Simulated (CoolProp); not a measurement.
200 sccm (0 °C, 1 atm) of nitrogen bubbles through liquid octamethyltrisiloxane (MDM) at 323.4 K and leaves saturated at a total pressure of 0.0621 MPa (ideal gas phase). Each further row changes one setting.

The numbers come from the reference Helmholtz-energy equation of state, Thol 2017 in CoolProp.

| case | vapour pressure (kPa) | mole fraction of vapour | delivery (mg/min) | delivery (sccm) | change of delivery for a bath 1 K warmer (%) |
|---|---|---|---|---|---|
| as stated | 2.22 | 0.0357 | 78.1 | 7.40 | 5.6 |
| bath temperature 328.4 K | 2.87 | 0.0463 | 102 | 9.71 | 5.5 |
| total pressure 0.124 MPa | 2.22 | 0.0179 | 38.4 | 3.64 | 5.5 |
